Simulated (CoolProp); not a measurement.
Vapour-liquid equilibrium of diethyl ether (1) + benzene (2) at 53.05 °C; x and y are mole fractions of (1).

Values from CoolProp's multi-fluid Helmholtz-energy mixture model, Thol 2014 and Thol 2012; pair parameters Bell 2016.

Give the bubble pressure and the first vapour's composition at x = 0.575, 0.8, 0.95. Is there an azeotrope?

x = 0.575: 1.235 bar, y = 0.853; x = 0.8: 1.571 bar, y = 0.944; x = 0.95: 1.800 bar, y = 0.988. No azeotrope shows between x = 0.05 and 0.95.

The pair parameters rest on a limited set of measurements; away from them the model extrapolates.
